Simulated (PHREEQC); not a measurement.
Model water analysis in mg/kgw, 25 °C, pH 6.47: Na 4050; K 306; Ca 107; Mg 138; Cl 6650; S(6) as SO4 180; Alkalinity as HCO3 113; Si as SiO2 51.7.

Valence states are taken as typed.

Equilibrium calculation in PHREEQC: Pitzer model, pitzer.dat.

No solid was allowed to form.

Question: Predict the activity of water.

Answer: activity of water 0.994.

Question: In which forms is C present?

Answer: HCO3- 63 %, CO2 37 % of the C.
